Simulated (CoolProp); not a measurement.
A simple Rankine cycle with vinyl chloride: condensing at 296.15 K, boiler at 1.37 MPa, turbine inlet 387.4 K, turbine efficiency 0.85, pump efficiency 0.7, no recuperator. Each further row changes one setting.

Model: reference Helmholtz-energy equation of state, Thol 2022, in CoolProp.

| case | thermal efficiency (%) | net work (kJ/kg) | heat in (kJ/kg) | turbine exit temperature (K) | volume ratio over the turbine |
|---|---|---|---|---|---|
| as stated | 11.5 | 45.8 | 398 | 325.5 | 3.33 |
| turbine inlet 407.4 K | 11.7 | 49.3 | 421 | 345.5 | 3.32 |
| condensing temperature 288.15 K | 13.2 | 54.0 | 410 | 314.9 | (withheld) |
| boiler pressure 0.959 MPa | (withheld) | 35.4 | 405 | 343.4 | (withheld) |
| turbine efficiency 0.75 | 10.1 | 40.2 | 398 | 331.2 | 3.40 |

What belongs in the gaps?


- condensing temperature 288.15 K, volume ratio over the turbine: 4.17
- boiler pressure 0.959 MPa, thermal efficiency (%): 8.7
- boiler pressure 0.959 MPa, volume ratio over the turbine: 2.38
